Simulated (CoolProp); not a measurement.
Computed with CoolProp (reference Helmholtz-energy equation of state, Zhou 2011).

### Question
Give the vapour pressure (kPa), liquid density (kg/m³), enthalpy of vaporisation (kJ/kg), liquid cp (kJ/(kg K)) of saturated dimethyl carbonate at 216.25 °C.

### Answer
```tsv
T (°C)	p (kPa)	liquid density (kg/m³)	enthalpy of vaporisation (kJ/kg)	liquid cp (kJ/(kg K))
216.25	1780	759	260	2.46
```
